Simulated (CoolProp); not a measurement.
Vapour-liquid equilibrium of R22 (1) + cyclohexane (2) at 294.5 K; x and y are mole fractions of (1).

Model: multi-fluid Helmholtz-energy mixture model, Kamei 1995 and Zhou 2014; pair parameters Bell 2016, in CoolProp.

### Question
Give the bubble pressure and the first vapour's composition at x = 0.05, 0.15, 0.45. Is there an azeotrope?

### Answer
x = 0.05: 122.7 kPa, y = 0.910; x = 0.15: 303.4 kPa, y = 0.964; x = 0.45: 594.2 kPa, y = 0.983. No azeotrope shows between x = 0.05 and 0.95.

Pair parameters are fitted to limited data, so mixtures are less certain than the pure fluids. The gap from Raoult's law changes sign with composition, which may be real or a fault of the pair parameters; it wasn't checked against measurements. With so large a gap from Raoult's law the liquid may split in two, which this calculation doesn't test in full.
